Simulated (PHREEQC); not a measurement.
**Buffer (model solution)**

Dissolve 0.012 mol/kgw NH4Cl, 0.00096 mol/kgw Na2B4O7 and 0.09 mol/kgw LiCl at 70 °C. Closed to the air; pH follows from the charge balance.

Equilibrium calculation in PHREEQC: ion-association model, phreeqc.dat.

```json
{
  "pH": "7.44",
  "ionic_strength": "0.102 mol/kgw",
  "specific_conductance": "21900 µS/cm",
  "density": "0.980 g/cm³",
  "total_alkalinity": "1.92 meq/kg"
}
```

```json
[
 {"species": "Cl-", "molality": "0.102", "activity": "0.0762", "log γ": "-0.127"},
 {"species": "Li+", "molality": "0.0900", "activity": "0.0701", "log γ": "-0.108"},
 {"species": "NH4+", "molality": "0.0102", "activity": "0.00741", "log γ": "-0.141"},
 {"species": "H3BO3", "molality": "0.00368", "activity": "0.00377", "log γ": "0.010"},
 {"species": "Na+", "molality": "0.00192", "activity": "0.00147", "log γ": "-0.116"},
 {"species": "NH3", "molality": "0.00176", "activity": "0.00180", "log γ": "0.010"},
 {"species": "H2BO3-", "molality": "0.000159", "activity": "0.000121", "log γ": "-0.118"},
 {"species": "OH-", "molality": "5.93e-6", "activity": "4.40e-6", "log γ": "-0.130"},
 {"species": "H+", "molality": "4.51e-8", "activity": "3.66e-8", "log γ": "-0.091"}
]
```

Precipitation was switched off in this run. Species that the database lacks are ignored. At this temperature some constants are extrapolated from 25 °C, and those without enthalpy data are left unchanged.
